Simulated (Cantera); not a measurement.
Input: 1 mol toluene, 0.56 mol CO₂, 0.3 mol N₂, at 4.00 mbar.

Equilibrium computed with Cantera from the NASA thermochemical tables; the gas is ideal and each condensed phase is pure. Candidate condensed phases: C, C₆H₆, C₇H₈, C₈H₁₈, H₂O; 136 gas species. The numbers say what is thermodynamically allowed, not how fast it happens. All values below are at 2748 K.

Base state: H 0.538, H₂ 0.251, CO 0.150, N₂ 0.0326, HCN 0.0112, C₂H₂ (acetylene) 0.00701, C₃ 0.00411, CN 0.00191 (mole fractions); condensed: C(graphite).

Problem. What changes in the equilibrium state with this change: pressure from 4.00 mbar to 11.0 bar?

Solution. 
```json
[
 {"species": "H₂", "before": "0.251", "after": "0.690"},
 {"species": "CO", "before": "0.150", "after": "0.205"},
 {"species": "N₂", "before": "0.0326", "after": "0.0426"},
 {"species": "H", "before": "0.538", "after": "0.0170"},
 {"species": "C₂H₂ (acetylene)", "before": "0.00701", "after": "0.0193"},
 {"species": "HCN", "before": "0.0112", "after": "0.0213"},
 {"species": "CH₄", "before": "2.64e-8", "after": "0.000549"},
 {"species": "C₂H₄", "before": "2.30e-9", "after": "4.79e-5"},
 {"species": "NH₃", "before": "<1e-9", "after": "1.07e-5"},
 {"species": "H₂O", "before": "2.09e-9", "after": "2.17e-5"},
 {"species": "C₃", "before": "0.00411", "after": "1.50e-6"},
 {"species": "C(graphite), mol", "before": "6.09", "after": "6.08"}
]
```
